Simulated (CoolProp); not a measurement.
Vapour-liquid equilibrium of ethane (1) + C2F6 (R116) (2) at 1.63 MPa; x and y are mole fractions of (1).

Computed with CoolProp (multi-fluid Helmholtz-energy mixture model, Bücker 2006 and Lemmon 2006; pair parameters Bell 2016).

Question: Give the bubble temperature and the first vapour's composition at x = 0.05, 0.15, 0.45. Is there an azeotrope?

Answer: x = 0.05: -7.3 °C, y = 0.091; x = 0.15: -12.2 °C, y = 0.253; x = 0.45: -20.5 °C, y = 0.548. y crosses x between x = 0.65 and 0.75: the model has an azeotrope there.

The pair parameters rest on a limited set of measurements; away from them the model extrapolates.
